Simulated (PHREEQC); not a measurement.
**Copper plating or etch bath (model solution)**

A solution holds 0.0017 mol CuSO4, 0.00015 mol HCl and 0.063 mol Na2SO4 per kg of water, at 25 °C. It is in equilibrium with CO2 at log p = -3.4 (atm). Otherwise closed; pH follows from the charge balance.

The numbers come from PHREEQC with the ion-association model, phreeqc.dat.

This is a speciation only: nothing precipitates in the calculation.

**Question.** Predict the pH.

**Answer.** pH 4.35.

**Question.** In which forms is Cu present?

**Answer.** CuSO4 53 %, Cu+2 47 % of the Cu.

Complexes and solids missing from the database can't appear.
